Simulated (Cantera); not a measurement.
Source: NASA polynomial tables (part measured, part estimated), evaluated in Cantera. Values are per mole of reaction as written; species without (g) are pure solids or liquids, kept so even where they would boil at 1 bar.

OH(g) + V2O3 ⇌ H(g) + V2O4

```csv
T (K),ΔH° (kJ),ΔS° (J/K),ΔG° (kJ),log10 K,condensed phases
1123,-11.2,-23.1,14.7,-0.68,"V2O3(s), V2O4(s)"
1273,___,___,___,___,"V2O3(s), V2O4(s)"
1423,-8.3,-20.8,21.3,-0.78,"V2O3(s), V2O4(s)"
1573,___,___,___,___,"V2O3(s), V2O4(s)"
1723,___,___,___,___,"V2O3(s), V2O4(s)"
1873,107.4,43.0,26.8,-0.75,"V2O3(s), V2O4(l)"
2023,___,___,___,___,"V2O3(s), V2O4(l)"
```

Question: What belongs in the gaps?

Answer: 
- 1273, ΔH° (kJ): -9.6
- 1273, ΔS° (J/K): -21.7
- 1273, ΔG° (kJ): 18.1
- 1273, log10 K: -0.74
- 1573, ΔH° (kJ): -7.4
- 1573, ΔS° (J/K): -20.2
- 1573, ΔG° (kJ): 24.3
- 1573, log10 K: -0.81
- 1723, ΔH° (kJ): -6.8
- 1723, ΔS° (J/K): -19.8
- 1723, ΔG° (kJ): 27.3
- 1723, log10 K: -0.83
- 2023, ΔH° (kJ): 112.2
- 2023, ΔS° (J/K): 45.5
- 2023, ΔG° (kJ): 20.1
- 2023, log10 K: -0.52
